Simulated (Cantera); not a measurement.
Feed: 1 mol PbO, 0.047 mol H2O, 0.56 mol N2, at 1325 K and 34000 Pa.

Cantera equilibrium calculation (NASA polynomials, part measured and part estimated; ideal gas, pure solids and liquids). Candidate condensed phases: H2O, Pb, PbO, PbO2, Pb3O4; 27 gas species. Gases not in the tables: (PbO)n polymers. Equilibrium is a limit: real reactors are often held back by kinetics, nucleation or transport.

Base state: N2 0.920, H2O 0.0772, PbO 0.00203, Pb 0.000349, O2 0.000167, NO 1.42e-5 (mole fractions); condensed: PbO(l).

What changes in the equilibrium state with this change: temperature from 1325 K to 1575 K?


```tsv
species	before	after
N2	0.920	0.847
H2O	0.0772	0.0711
PbO	0.00203	0.0642
Pb	0.000349	0.0117
O2	0.000167	0.00569
OH	2.70e-6	6.53e-5
PbO(l), mol	0.999	0.950
```
